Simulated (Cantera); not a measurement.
Gas mixture: CH₄ : CO₂ = 0.47 : 0.77 (molar parts), at 3400 Pa, frozen composition.

Cantera's kinetic-theory transport with the Lennard-Jones parameters of GRI-Mech 3.0, ideal gas; thermal conductivity in the mixture-averaged form. The composition is frozen, though it would react at the higher temperatures.

One state of this run: ρ (kg/m³) = 0.00976; cp (J/kg/K) = 2070; μ (µPa s) = 47.6; λ (mW/m/K) = 139; Pr = 0.706; D (cm²/s) CH₃ = 84.4; D (cm²/s) OH = 115; D (cm²/s) O = 117. D: mixture-averaged diffusion coefficient of that species in the mixture.

Question: Which value of T (K) does it belong to?
A. 2150
B. 1400
C. 1900
D. 400

Answer: B, 1400
